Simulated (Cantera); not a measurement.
A closed system holds: 1 mol Cr, a varied amount of N₂O, held at 875 K and 27.8 Torr.

These are equilibrium values from Cantera (NASA tables, ideal gas, pure condensed phases), not measurements of a reactor. Candidate condensed phases: Cr, CrN, Cr₂N, Cr₂O₃; 14 gas species. Rates play no part.

log p: log10 of the partial pressure in bar; n: condensed amount in mol.

| n(N₂O) (mol) | log p N₂ | log p O₂ | log p NO | log p NO₂ | n CrN(s) | n Cr₂O₃(s) |
|---|---|---|---|---|---|---|
| 1.4 | -1.43 | <-13 | <-13 | <-13 | 0.0667 | 0.467 |
| 1.7 | -1.46 | -2.69 | -6.87 | ___ | 0 | 0.500 |
| 2 | -1.48 | -2.39 | -6.73 | ___ | 0 | 0.500 |
| 2.3 | -1.50 | -2.26 | -6.68 | ___ | 0 | 0.500 |
| 2.6 | -1.52 | -2.19 | -6.65 | ___ | 0 | 0.500 |
| 3.1 | -1.53 | -2.12 | -6.62 | -8.18 | 0 | 0.500 |
| 3.6 | -1.54 | -2.08 | -6.61 | -8.14 | 0 | 0.500 |
| 4.2 | -1.55 | -2.05 | -6.60 | -8.11 | 0 | 0.500 |
| 4.8 | -1.56 | -2.02 | -6.59 | -8.10 | 0 | 0.500 |
| 5.6 | -1.57 | -2.00 | -6.58 | -8.08 | 0 | 0.500 |
| 6.5 | -1.57 | -1.99 | -6.58 | -8.07 | 0 | 0.500 |

**Question.** Complete the blanks.

**Answer.** 
- 1.7, log p NO₂: -8.71
- 2, log p NO₂: -8.42
- 2.3, log p NO₂: -8.30
- 2.6, log p NO₂: -8.24
